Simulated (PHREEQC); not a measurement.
0.022 g of hydrous ferric oxide (600 m²/g; 0.2 weak and 0.005 strong sites per Fe, Dzombak-Morel constants, diffuse double layer) in 1 kg of water with 0.005 mol/kgw of an inert sodium salt and 8.5e-05 mmol/kgw Na2SO4, at 25 °C; the pH is set by adding NaOH or the inert anion's acid. Oxygen alone is held at its pressure in air (log pO2 = -0.68). No CO2 enters from the air. Precipitation was switched off in this run.

The series has 17 steps of pH, from 3 to 11.

Equilibrium calculation in PHREEQC: ion-association model, wateq4f.dat.

Task: Near which pH is half of the S sorbed, and on which side is more sorbed?

Result: Near pH 6.1, with more sorbed at lower pH.

The oxide is taken as insoluble; below pH 4 it would dissolve.
